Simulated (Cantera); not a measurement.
Predominance diagram of Ca at 800 K against the partial pressures of O2 and Cl2 (log10, bar). Source: NASA polynomial tables (part measured, part estimated), evaluated in Cantera. Candidates: Ca(s), CaCl2(s), CaO(s). Only these pure phases compete in this equilibrium. Not in the tables: oxide halides.

**Question.** Which phase is stable at these pairs, and which metal-bearing vapour leads over it? (-10.5, -21.8); (-13.5, -25.9); (-12, -17.6); (-1.5, -28); (-9, -28); (-1.5, -1.1); (-4.5, -15.6)

**Answer.** 
| log p(O2) | log p(Cl2) | phase | chief vapour | log p (bar) |
|---|---|---|---|---|
| -10.5 | -21.8 | CaO(s) | CaCl2 | -20.5 |
| -13.5 | -25.9 | CaO(s) | CaCl2 | -23.1 |
| -12 | -17.6 | CaO(s) | CaCl2 | -15.5 |
| -1.5 | -28 | CaO(s) | CaCl2 | -31.2 |
| -9 | -28 | CaO(s) | CaCl2 | -27.4 |
| -1.5 | -1.1 | CaCl2(s) | CaCl2 | -11.8 |
| -4.5 | -15.6 | CaO(s) | CaCl2 | -17.3 |
